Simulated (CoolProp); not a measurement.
R1233zd(E) at several states: density (kg/m³) from the reference equation and from simpler models built on Tc = 438.9 K, pc = 35.83 bar, ω = 0.304; each cubic takes its own stable root.

Computed with CoolProp (reference Helmholtz-energy equation of state, Akasaka 2022).

```
T (K)  p (bar)   phase  reference  van der Waals  Redlich-Kwong  Soave-Redlich-Kwong  Peng-Robinson
-----  -------  ------  ---------  -------------  -------------  -------------------  -------------
232.7     2.54  liquid       1410              ?           1224                    ?              ?
300.9     6.31  liquid       1258          38.54           1079                 1130              ?
334.6    0.107     gas     0.5032         0.5027         0.5030               0.5031         0.5032
```

Question: Fill in the missing entries.

Answer: 
- 232.7, van der Waals: 826.0
- 232.7, Soave-Redlich-Kwong: 1260
- 232.7, Peng-Robinson: 1419
- 300.9, Peng-Robinson: 1278

At some of these states van der Waals gives the other phase, because its saturation line lies elsewhere.
